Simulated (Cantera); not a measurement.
Feed: 1 mol Si, 1.1 mol HCl, 2.1 mol H2, held at 1400 °C and 1 atm.

These are equilibrium values from Cantera (NASA tables, ideal gas, pure condensed phases), not measurements of a reactor. Candidate condensed phases: Si; 19 gas species. The tables' values for SiCl3, SiCl are old estimates; treat these amounts as uncertain. Kinetics and transport are ignored.

Base state: H2 0.771, HCl 0.131, SiCl2 0.0800, SiCl3 0.0111, SiHCl3 0.00337, SiCl4 0.00319, SiH2Cl2 0.000615, H 9.93e-5 (mole fractions); condensed: Si(s).

Q: What changes in the equilibrium state with this change: 0.11 mol O2 added?

A: 
```csv
species,before,after
H2,0.771,0.764
HCl,0.131,0.130
SiCl2,0.0800,0.0794
SiO,0,0.00853
SiCl3,0.0111,0.0109
H2O,0,1.32e-5
SiH3Cl,3.39e-5,3.33e-5
SiH2Cl2,0.000615,0.000605
SiHCl3,0.00337,0.00332
"Si(s), mol",0.689,0.566
"SiO2(β-quartz), mol",0,0.0964
```
Mutual solubility and eutectic melting of coexisting phases are not modelled. The tables hold silica as quartz up to 1696 K and as liquid above; real silica turns to tridymite and cristobalite and melts near 1996 K. Further candidate phases: H2O, SiO2.

Q: What changes in the equilibrium state with this change: pressure from 1 atm to 0.100 bar?

A: 
| species | before | after |
|---|---|---|
| H2 | 0.771 | 0.760 |
| HCl | 0.131 | 0.141 |
| SiCl2 | 0.0800 | 0.0938 |
| SiCl3 | 0.0111 | 0.00442 |
| SiH3Cl | 3.39e-5 | 3.55e-6 |
| SiH2Cl2 | 0.000615 | 7.02e-5 |
| SiHCl3 | 0.00337 | 0.000420 |
| SiCl4 | 0.00319 | 0.000433 |
| Cl | 1.32e-5 | 4.54e-5 |
| Si(s), mol | 0.689 | 0.683 |
